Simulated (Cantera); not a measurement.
Input: 1 mol Si, 0.3 mol CO2, 890 mol H2, at 1723.15 K.

Cantera equilibrium calculation (NASA polynomials, part measured and part estimated; ideal gas, pure solids and liquids). Candidate condensed phases: C, C6H6, C7H8, C8H18, H2O, Si, SiC, SiO2; 123 gas species. Mutual solubility and eutectic melting of coexisting phases are not modelled. Gases not in the tables: Si2H6 and higher silanes. Kinetics and transport are ignored.

**Question.** Which condensed phases are stable at each of these points (P (Pa)): 0.100, 1.50, 22, 320, 4600, 68000, 1000000?

**Answer.** 
```
P (Pa)   condensed phases  Si condensed (%)
-------  ----------------  ----------------
0.100            gas only               0.0
1.50             gas only               0.0
22               gas only               0.0
320                SiC(s)              23.4
4600       Si(l) + SiC(s)              39.5
68000      Si(l) + SiC(s)              41.7
1000000    Si(l) + SiC(s)              41.7
```

From 0.000750 Torr to 0.165 Torr nothing is condensed. At 2.40 Torr the condensed part is SiC(s). From 34.5 Torr to 7500 Torr the condensed part is Si(l) + SiC(s).
